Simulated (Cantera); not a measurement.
What does this Cantera script print?

```python
import numpy as np
import cantera as ct

gas = ct.Solution("SiF4_NH3_mec.yaml", "gas")
gas.TPX = 1973, 1333, {'NH3': 1, 'N2': 7.4}
inlet = ct.Reservoir(gas, clone=True)

reactor = ct.IdealGasConstPressureReactor(gas, energy="off", clone=False)
exhaust = ct.Reservoir(gas, clone=True)
tau = [9.8, 1.6, 0.25, 0.04, 0.0063, 0.001, 0.00016][0]
for a, b in ((inlet, reactor), (reactor, exhaust)):
    ct.MassFlowController(a, b, mdot=lambda t: reactor.mass / tau)
net = ct.ReactorNet([reactor])
show = ['NH3', 'N2H4', 'N2', 'NH', 'N2H2', 'H2']

rows = []
print(f"{'tau/s':>10s}{'T/K':>9s}" + "".join(f"{s:>11s}" for s in show))
for tau in [9.8, 1.6, 0.25, 0.04, 0.0063, 0.001, 0.00016]:
    net.initial_time = 0.0
    net.advance(30 * tau)
    before = gas.X
    net.advance(40 * tau)
    drift = np.max(np.abs(gas.X - before) / (gas.X + 1e-9))
    rows.append([gas.T, *gas[show].X, drift])
    print(f"{tau:10.3e}{gas.T:9.1f}" + "".join(f"{x:11.3e}" for x in gas[show].X))
```

Output:

```
     tau/s      T/K        NH3       N2H4         N2         NH       N2H2         H2
 9.800e+00   1973.0  1.821e-02  8.670e-11  8.465e-01  7.057e-06  1.448e-07  1.349e-01
 1.600e+00   1973.0  5.574e-02  4.999e-10  8.593e-01  1.158e-05  6.286e-07  8.454e-02
 2.500e-01   1973.0  9.854e-02  1.593e-09  8.739e-01  1.285e-05  1.431e-06  2.703e-02
 4.000e-02   1973.0  1.160e-01  2.241e-09  8.799e-01  6.519e-06  1.191e-06  3.547e-03
 6.300e-03   1973.0  1.189e-01  1.830e-10  8.809e-01  8.370e-07  6.927e-08  1.069e-04
 1.000e-03   1973.0  1.190e-01  4.617e-12  8.809e-01  2.739e-08  1.242e-09  1.221e-05
 1.600e-04   1973.0  1.190e-01  1.001e-13  8.810e-01  4.546e-10  2.069e-11  1.691e-06
```

Detailed kinetics in Cantera: the gas-phase N/H chemistry of the illustrative SiF4/NH3 mechanism in the Surface Chemkin manual (1991). Walls and surfaces, which speed up NH3 decomposition in real reactors, are not modelled.
